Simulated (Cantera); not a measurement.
Charge: 1 mol Fe(CO)5, 0.065 mol H2, a varied amount of N2, held at 1300 °C and 5800 Pa.

Equilibrium computed with Cantera from the NASA thermochemical tables; the gas is ideal and each condensed phase is pure. Candidate condensed phases: C, C6H6, C7H8, C8H18, Fe, Fe(CO)5, FeO, Fe(OH)2, Fe(OH)3, Fe2O3, Fe3O4, H2O; 140 gas species. Equilibrium is a limit: real reactors are often held back by kinetics, nucleation or transport.

x: gas mole fraction; n: condensed amount in mol.

| n(N2) (mol) | x N2 | x CO | x H2 | x HCN | n Fe(γ) |
|---|---|---|---|---|---|
| 5.2 | 0.507 | 0.487 | 0.00631 | (withheld) | 1.000 |
| 6.7 | 0.569 | 0.425 | 0.00551 | (withheld) | 1.000 |
| 8.5 | 0.627 | 0.369 | 0.00478 | (withheld) | 1.000 |
| 11 | 0.685 | 0.311 | 0.00403 | (withheld) | 1.000 |
| 14 | 0.734 | 0.262 | 0.00340 | (withheld) | 1.000 |
| 18 | 0.780 | 0.217 | 0.00281 | (withheld) | 1.000 |
| 23 | 0.820 | 0.178 | 0.00231 | (withheld) | 1.000 |
| 29 | 0.851 | 0.147 | 0.00190 | (withheld) | 1.000 |
| 37 | 0.880 | 0.119 | 0.00154 | (withheld) | 1.000 |
| 47 | 0.903 | 0.0960 | 0.00124 | (withheld) | 0.999 |
| 60 | 0.922 | 0.0768 | 0.000995 | (withheld) | 0.999 |
| 76 | 0.938 | 0.0617 | 0.000798 | (withheld) | 0.999 |
| 97 | 0.950 | 0.0490 | 0.000634 | (withheld) | 0.999 |

Q: Fill in the missing entries.

A: 
- 5.2, x HCN: 2.21e-5
- 6.7, x HCN: 1.92e-5
- 8.5, x HCN: 1.65e-5
- 11, x HCN: 1.36e-5
- 14, x HCN: 1.12e-5
- 18, x HCN: 8.97e-6
- 23, x HCN: 7.10e-6
- 29, x HCN: 5.63e-6
- 37, x HCN: 4.36e-6
- 47, x HCN: 3.36e-6
- 60, x HCN: 2.56e-6
- 76, x HCN: 1.95e-6
- 97, x HCN: 1.47e-6
